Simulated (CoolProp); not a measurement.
Properties of 1,2-dichloroethane along the isotherm 102.55 °C.

Computed with CoolProp (reference Helmholtz-energy equation of state, Thol 2015).

| p (MPa) | phase | density (kg/m³) | cp (kJ/(kg K)) |
|---|---|---|---|
| 0.523 | liquid | 1126 | (withheld) |
| 1.05 | liquid | 1127 | 1.389 |
| 1.57 | liquid | 1128 | 1.388 |
| 2.09 | liquid | (withheld) | (withheld) |
| 2.61 | liquid | 1130 | (withheld) |
| 3.14 | liquid | 1131 | 1.384 |
| 3.66 | liquid | 1132 | (withheld) |
| 4.18 | liquid | 1133 | (withheld) |
| 4.7 | liquid | 1134 | 1.380 |
| 5.23 | liquid | 1135 | 1.379 |
| 5.75 | liquid | 1136 | 1.377 |
| 6.27 | liquid | 1136 | (withheld) |
| 6.79 | liquid | 1137 | 1.375 |
| 7.32 | liquid | 1138 | 1.374 |
| 7.84 | liquid | 1139 | 1.373 |

Task: Some entries are withheld; supply them.

Result: 
- 0.523, cp (kJ/(kg K)): 1.391
- 2.09, density (kg/m³): 1129
- 2.09, cp (kJ/(kg K)): 1.387
- 2.61, cp (kJ/(kg K)): 1.385
- 3.66, cp (kJ/(kg K)): 1.382
- 4.18, cp (kJ/(kg K)): 1.381
- 6.27, cp (kJ/(kg K)): 1.376
